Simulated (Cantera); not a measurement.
**Ignition delay**

Mixture: CH₄ : C₂H₆ : O₂ : N₂ = 1 : 0.16 : 4.74 : 31.3 (molar parts), at 0.900 bar, adiabatic and at constant volume. Ignition delay is the time to a rise of 400 K.

Detailed kinetics in Cantera: GRI-Mech 3.0 (53 species, 325 reactions).

```tsv
T0 (K)	delay (ms)
1075	28.1
1125	11.7
1175	5.62
1225	3.03
1275	1.76
1325	1.07
1375	0.676
1425	0.439
1475	0.292
```

```json
{
  "apparent activation energy between 1375 and 1475 K": "140 kJ/mol"
}
```
